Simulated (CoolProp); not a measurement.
n-dodecane at several states: fugacity coefficient from the reference equation and from simpler models built on Tc = 658.1 K, pc = 1.818 MPa, ω = 0.574; each cubic takes its own stable root.

Model: reference Helmholtz-energy equation of state, Lemmon 2004, in CoolProp. It is a short technical equation, of lower accuracy than the large ones.

| T (K) | p (MPa) | phase | reference | van der Waals | Redlich-Kwong | Soave-Redlich-Kwong | Peng-Robinson |
|---|---|---|---|---|---|---|---|
| 335.6 | 0.223 | liquid | 0.001208 | 0.2541 | 0.02453 | 0.001196 | 0.001393 |
| 448.8 | 0.0238 | gas | 0.9778 | 0.9905 | 0.9871 | 0.9834 | 0.9829 |
| 582.1 | 0.024 | gas | 0.9915 | 0.9947 | 0.9936 | 0.9929 | 0.9923 |
| 438.2 | 5.14 | liquid | 0.006868 | 0.09307 | 0.03022 | 0.007435 | 0.007283 |
| 545.9 | 0.0633 | gas | 0.9718 | 0.9839 | 0.9799 | 0.9766 | 0.9751 |
| 413.8 | 0.175 | liquid | 0.06249 | 0.9164 | 0.3321 | 0.06213 | 0.06515 |

At some of these states van der Waals gives the other phase, because its saturation line lies elsewhere.
